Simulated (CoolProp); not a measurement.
Vapour-liquid equilibrium of R22 (1) + R152A (2) at 319.2 K; x and y are mole fractions of (1).

Model: multi-fluid Helmholtz-energy mixture model, Kamei 1995 and Outcalt 1996; pair parameters Bell 2016, in CoolProp.

**Question.** Give the bubble pressure and the first vapour's composition at x = 0.35, 0.425, 0.65. Is there an azeotrope?

**Answer.** x = 0.35: 12.59 bar, y = 0.431; x = 0.425: 13.07 bar, y = 0.512; x = 0.65: 14.68 bar, y = 0.733. No azeotrope shows between x = 0.05 and 0.95.

The pair parameters rest on a limited set of measurements; away from them the model extrapolates.
